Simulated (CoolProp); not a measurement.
Propyne at 293.15 K and 0.239 MPa is compressed adiabatically to 0.763 MPa with isentropic efficiency 0.85. Each further row changes one setting.

The numbers come from the reference Helmholtz-energy equation of state, Polt 1992 in CoolProp. This equation is an older, rougher fit.

| case | work (kJ/kg) | final temperature (K) | final density (kg/m³) |
|---|---|---|---|
| as stated | 84.8 | [?] | 11.3 |
| efficiency 1 | 72.1 | [?] | 11.6 |
| efficiency 0.65 | 111 | [?] | [?] |

Question: Some entries are withheld; supply them.

Answer: 
- as stated, final temperature (K): 352.3
- efficiency 1, final temperature (K): 345.4
- efficiency 0.65, final temperature (K): 366.5
- efficiency 0.65, final density (kg/m³): 10.7
